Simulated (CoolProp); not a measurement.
A closed Brayton cycle with carbon dioxide: compressor inlet 331.15 K and 8.8 MPa, high pressure 30.8 MPa, turbine inlet 935 K, compressor efficiency 0.8, turbine efficiency 0.9, recuperator effectiveness 0 (on enthalpy, no pinch check). Each further row changes one setting.

Computed with CoolProp (reference Helmholtz-energy equation of state, Span 1996).

```json
[
 {"case": "as stated", "thermal efficiency (%)": "16.8", "net work (kJ/kg)": "110", "compressor to turbine work": "0.41", "compressor exit (K)": "441.2", "turbine exit (K)": "774.4"},
 {"case": "turbine inlet 885 K", "thermal efficiency (%)": "16.7", "net work (kJ/kg)": "98.6", "compressor to turbine work": "0.44", "compressor exit (K)": "441.2", "turbine exit (K)": "729.8"},
 {"case": "compressor inlet 341.15 K", "thermal efficiency (%)": "16.2", "net work (kJ/kg)": "101", "compressor to turbine work": "0.45", "compressor exit (K)": "459.3", "turbine exit (K)": "774.4"},
 {"case": "high pressure 26.2 MPa", "thermal efficiency (%)": "14.9", "net work (kJ/kg)": "99.8", "compressor to turbine work": "0.39", "compressor exit (K)": "426.3", "turbine exit (K)": "794.3"},
 {"case": "recuperator effectiveness 0.5", "thermal efficiency (%)": "23.8", "net work (kJ/kg)": "110", "compressor to turbine work": "0.41", "compressor exit (K)": "441.2", "turbine exit (K)": "774.4"}
]
```
